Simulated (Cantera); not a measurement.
An isothermal plug-flow reactor at 700 K and 675 Torr (inlet), inlet velocity 1.8 m/s, active area per volume 700 1/m; feed 0.359 % H2, 2.99 % O2, 94.5 % N2, 2.15 % H2O.

Cantera simulation using Deutschmann's 1995 Pt surface mechanism with GRI-Mech 3.0 gas chemistry; the numbers are that mechanism's predictions, not measurements. Catalytic surfaces can have several steady states; this one follows from the mechanism file's or the stated starting coverage. Mass transfer to the wall is taken as infinitely fast.

One state of this run: x H2 = 0.00299; x O2 = 0.0296; x H2O = 0.0221; θ free Pt = 0.181; θ O* = 0.808; θ OH* = 0.0109. x: gas mole fraction; θ: surface coverage.

Problem. Which value of z (m) does it belong to?
A) 0.0045
B) 0.00021
C) 0.0016
D) 7.5e-05

Solution. D, 7.5e-05
